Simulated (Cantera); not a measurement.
Charge: 1 mol Cr, 16 mol N2, at 0.100 bar.

Equilibrium computed with Cantera from the NASA thermochemical tables; the gas is ideal and each condensed phase is pure. Candidate condensed phases: Cr, CrN, Cr2N; 4 gas species. Equilibrium is a limit: real reactors are often held back by kinetics, nucleation or transport.

Question: Which condensed phases are stable at each of these points (T (K)): 823, 973, 1123, 1273, 1423, 1573, 1723, 1873?

Answer: 
```csv
T (K),condensed phases,Cr condensed (%)
823,CrN(s),100.0
973,CrN(s),100.0
1123,CrN(s),100.0
1273,Cr2N(s),100.0
1423,Cr2N(s),100.0
1573,Cr(s),100.0
1723,Cr(s),99.5
1873,Cr(s),96.0
```

From 823 K to 1123 K the condensed part is CrN(s). From 1273 K to 1423 K the condensed part is Cr2N(s). From 1573 K to 1873 K the condensed part is Cr(s).
